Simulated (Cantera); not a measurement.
A Cantera script and what it prints.

```python
import numpy as np
import cantera as ct

gas_names = """
    H HO2 H2 H2O H2O2 O OH O2 O3 Ta TaO TaO2
""".split()
cond_names = """
    H2O(s) H2O(L) Ta(cr) Ta(L) Ta2O5(s) Ta2O5(L)
""".split()


# ... load() reads the species with a 1 bar reference pressure and builds the phases ...
atoms = {
    'Ta2O5': {'Ta': 2, 'O': 5},
    'H2': {'H': 2},
}
top_T = {}  # K; cautious upper limits of use, not melting points


# ... equilibrate(T, P, feed) seeds the gas with the atoms and calls Mixture.equilibrate('TP', solver="vcs", rtol=1e-11, max_steps=5000) ...
results = []
feed = {'Ta2O5': 1, 'H2': 320}  # mol
T = 2148  # K
for P in [10, 36, 130, 460, 1700, 6000, 22000, 77000, 280000, 1000000]:
    mix = equilibrate(T, P, feed)
    results.append((T, P, feed, dict(zip(mix.species_names, mix.species_moles))))
    x = sorted(zip(gas.X, gas.species_names), reverse=True)
    print(f"T = {T:g} K  P = {P:g} Pa  gas = {mix.phase_moles(0):.4g} mol")
    print("   x: " + "  ".join(f"{s} {v:.3e}" for v, s in x if v > 1e-05))
    print("   condensed (mol): " + ("  ".join(f"{mix.phase(i).name} {mix.phase_moles(i):.4g}"
          for i in range(1, mix.n_phases) if mix.phase_moles(i) > 1e-12) or "none"))
```

Result:

```
T = 2148 K  P = 10 Pa  gas = 387.4 mol
   x: H2 6.545e-01  H 3.372e-01  TaO2 4.528e-03  H2O 2.950e-03  TaO 6.352e-04  OH 1.956e-04  O 7.107e-05
   condensed (mol): none
T = 2148 K  P = 36 Pa  gas = 357 mol
   x: H2 7.950e-01  H 1.959e-01  TaO2 4.880e-03  H2O 3.397e-03  TaO 7.222e-04  OH 1.077e-04  O 1.871e-05
   condensed (mol): none
T = 2148 K  P = 130 Pa  gas = 340.5 mol
   x: H2 8.819e-01  H 1.086e-01  TaO2 5.096e-03  H2O 3.652e-03  TaO 7.781e-04  OH 5.787e-05
   condensed (mol): none
T = 2148 K  P = 460 Pa  gas = 330.7 mol
   x: H2 9.350e-01  H 5.942e-02  H2O 2.936e-03  TaO2 2.210e-03  TaO 4.451e-04  OH 2.402e-05
   condensed (mol): Ta(cr) 0.1572  Ta2O5(L) 0.4824
T = 2148 K  P = 1700 Pa  gas = 325.3 mol
   x: H2 9.648e-01  H 3.140e-02  H2O 3.029e-03  TaO2 5.980e-04  TaO 1.204e-04  OH 1.269e-05
   condensed (mol): Ta(cr) 0.3335  Ta2O5(L) 0.7164
T = 2148 K  P = 6000 Pa  gas = 322.8 mol
   x: H2 9.799e-01  H 1.684e-02  H2O 3.077e-03  TaO2 1.694e-04  TaO 3.412e-05
   condensed (mol): Ta(cr) 0.3806  Ta2O5(L) 0.7769
T = 2148 K  P = 22000 Pa  gas = 321.4 mol
   x: H2 9.880e-01  H 8.832e-03  H2O 3.102e-03  TaO2 4.621e-05
   condensed (mol): Ta(cr) 0.3946  Ta2O5(L) 0.7938
T = 2148 K  P = 77000 Pa  gas = 320.8 mol
   x: H2 9.921e-01  H 4.731e-03  H2O 3.115e-03  TaO2 1.320e-05
   condensed (mol): Ta(cr) 0.3986  Ta2O5(L) 0.7982
T = 2148 K  P = 280000 Pa  gas = 320.4 mol
   x: H2 9.944e-01  H2O 3.122e-03  H 2.484e-03
   condensed (mol): Ta(cr) 0.3999  Ta2O5(L) 0.7994
T = 2148 K  P = 1e+06 Pa  gas = 320.2 mol
   x: H2 9.956e-01  H2O 3.126e-03  H 1.315e-03
   condensed (mol): Ta(cr) 0.4003  Ta2O5(L) 0.7996
```

Equilibrium computed with Cantera from the NASA thermochemical tables; the gas is ideal and each condensed phase is pure. Mutual solubility and eutectic melting of coexisting phases are not modelled. Condensed phases not in the tables: N, O or C dissolved in the metal.
